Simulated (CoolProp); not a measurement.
Properties of oxygen along the isotherm -161.15 °C.

The numbers come from the reference Helmholtz-energy equation of state, Schmidt 1985 in CoolProp.

```json
[
 {"p (MPa)": "3.15", "phase": "liquid", "cp (kJ/(kg K))": "1.787", "speed of sound (m/s)": "738.2", "Joule-Thomson coefficient (K/MPa)": "-0.2027", "conductivity (mW/(m K))": "122", "Prandtl number": "1.77"},
 {"p (MPa)": "6.31", "phase": "liquid", "cp (kJ/(kg K))": "1.748", "speed of sound (m/s)": "762.5", "Joule-Thomson coefficient (K/MPa)": "-0.2286", "conductivity (mW/(m K))": "125", "Prandtl number": "1.76"},
 {"p (MPa)": "9.46", "phase": "liquid", "cp (kJ/(kg K))": "1.717", "speed of sound (m/s)": "784.4", "Joule-Thomson coefficient (K/MPa)": "-0.2498", "conductivity (mW/(m K))": "128", "Prandtl number": "1.75"},
 {"p (MPa)": "12.6", "phase": "liquid", "cp (kJ/(kg K))": "1.691", "speed of sound (m/s)": "804.5", "Joule-Thomson coefficient (K/MPa)": "-0.2677", "conductivity (mW/(m K))": "131", "Prandtl number": "1.75"},
 {"p (MPa)": "15.8", "phase": "liquid", "cp (kJ/(kg K))": "1.669", "speed of sound (m/s)": "823.5", "Joule-Thomson coefficient (K/MPa)": "-0.2832", "conductivity (mW/(m K))": "134", "Prandtl number": "1.75"},
 {"p (MPa)": "18.9", "phase": "liquid", "cp (kJ/(kg K))": "1.650", "speed of sound (m/s)": "840.7", "Joule-Thomson coefficient (K/MPa)": "-0.2962", "conductivity (mW/(m K))": "137", "Prandtl number": "1.75"},
 {"p (MPa)": "22.1", "phase": "liquid", "cp (kJ/(kg K))": "1.633", "speed of sound (m/s)": "857.5", "Joule-Thomson coefficient (K/MPa)": "-0.3079", "conductivity (mW/(m K))": "139", "Prandtl number": "1.75"},
 {"p (MPa)": "25.2", "phase": "liquid", "cp (kJ/(kg K))": "1.619", "speed of sound (m/s)": "873.0", "Joule-Thomson coefficient (K/MPa)": "-0.3179", "conductivity (mW/(m K))": "142", "Prandtl number": "1.76"}
]
```

Viscosity comes from a separate model (Lemmon 2004). Thermal conductivity comes from a separate model (Lemmon 2004).
